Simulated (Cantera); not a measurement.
What does this Cantera script print?

```python
import numpy as np
import cantera as ct

gas_names = """
    H H2 N NH NH2 NH3 N2 N2H2 N2H4 Pb Pb2
""".split()
cond_names = """
    Pb(cr) Pb(L)
""".split()


def load(file, names, dense=False):
    # The tables refer to 1 bar. Condensed volumes are neglected.
    table = {s.name: s for s in ct.Species.list_from_file(file)}
    out = []
    for n in names:
        d = dict(table[n].input_data)
        d["thermo"] = dict(d["thermo"], **{"reference-pressure": 1e5})
        if dense:
            d["equation-of-state"] = {"model": "constant-volume", "density": "1e6 g/cm^3"}
        out.append(ct.Species.from_dict(d))
    return out


gas = ct.Solution(thermo="ideal-gas", species=load("nasa_gas.yaml", gas_names))
cond = {s.name: ct.Solution(thermo="fixed-stoichiometry", species=[s], name=s.name)
        for s in load("nasa_condensed.yaml", cond_names, dense=True)}
atoms = {
    'Pb': {'Pb': 1},
    'H2': {'H': 2},
    'N2': {'N': 2},
}
top_T = {}  # K; cautious upper limits of use, not melting points


def equilibrate(T, P, feed):
    n = {}
    for name, mol in feed.items():
        for a, k in atoms[name].items():
            n[a] = n.get(a, 0.0) + k * mol
    gas.TPX = T, P, n
    mass = sum(n.values()) * gas.mean_molecular_weight
    gas.equilibrate("TP")
    valid = [c for c in cond.values() if c.min_temp <= T <= top_T.get(c.name, c.max_temp)]
    mix = ct.Mixture([(gas, mass / gas.mean_molecular_weight)] + [(c, 0.0) for c in valid])
    mix.T, mix.P = T, P
    mix.equilibrate("TP", solver="vcs", rtol=1e-11, max_steps=5000)
    return mix


results = []
feed = {'Pb': 1, 'H2': 0.071, 'N2': 38}  # mol
P = 1000  # Pa
for T in [598, 698, 798, 898, 998, 1098, 1198, 1298, 1398, 1498, 1598]:
    mix = equilibrate(T, P, feed)
    results.append((T, P, feed, dict(zip(mix.species_names, mix.species_moles))))
    x = sorted(zip(gas.X, gas.species_names), reverse=True)
    print(f"T = {T:g} K  P = {P:g} Pa  gas = {mix.phase_moles(0):.4g} mol")
    print("   x: " + "  ".join(f"{s} {v:.3e}" for v, s in x if v > 1e-05))
    print("   condensed (mol): " + ("  ".join(f"{mix.phase(i).name} {mix.phase_moles(i):.4g}"
          for i in range(1, mix.n_phases) if mix.phase_moles(i) > 1e-12) or "none"))
```

It prints:

```
T = 598 K  P = 1000 Pa  gas = 38.07 mol
   x: N2 9.981e-01  H2 1.865e-03
   condensed (mol): Pb(cr) 1
T = 698 K  P = 1000 Pa  gas = 38.07 mol
   x: N2 9.981e-01  H2 1.865e-03
   condensed (mol): Pb(L) 1
T = 798 K  P = 1000 Pa  gas = 38.07 mol
   x: N2 9.981e-01  H2 1.865e-03
   condensed (mol): Pb(L) 0.9998
T = 898 K  P = 1000 Pa  gas = 38.08 mol
   x: N2 9.980e-01  H2 1.865e-03  Pb 1.295e-04
   condensed (mol): Pb(L) 0.9951
T = 998 K  P = 1000 Pa  gas = 38.13 mol
   x: N2 9.966e-01  H2 1.862e-03  Pb 1.549e-03
   condensed (mol): Pb(L) 0.9409
T = 1098 K  P = 1000 Pa  gas = 38.52 mol
   x: N2 9.865e-01  Pb 1.168e-02  H2 1.843e-03
   condensed (mol): Pb(L) 0.55
T = 1198 K  P = 1000 Pa  gas = 39.07 mol
   x: N2 9.726e-01  Pb 2.559e-02  H2 1.817e-03
   condensed (mol): none
T = 1298 K  P = 1000 Pa  gas = 39.07 mol
   x: N2 9.726e-01  Pb 2.559e-02  H2 1.817e-03
   condensed (mol): none
T = 1398 K  P = 1000 Pa  gas = 39.07 mol
   x: N2 9.726e-01  Pb 2.559e-02  H2 1.816e-03
   condensed (mol): none
T = 1498 K  P = 1000 Pa  gas = 39.07 mol
   x: N2 9.726e-01  Pb 2.559e-02  H2 1.814e-03
   condensed (mol): none
T = 1598 K  P = 1000 Pa  gas = 39.07 mol
   x: N2 9.726e-01  Pb 2.559e-02  H2 1.806e-03  H 2.262e-05
   condensed (mol): none
```

Cantera equilibrium calculation (NASA polynomials, part measured and part estimated; ideal gas, pure solids and liquids).
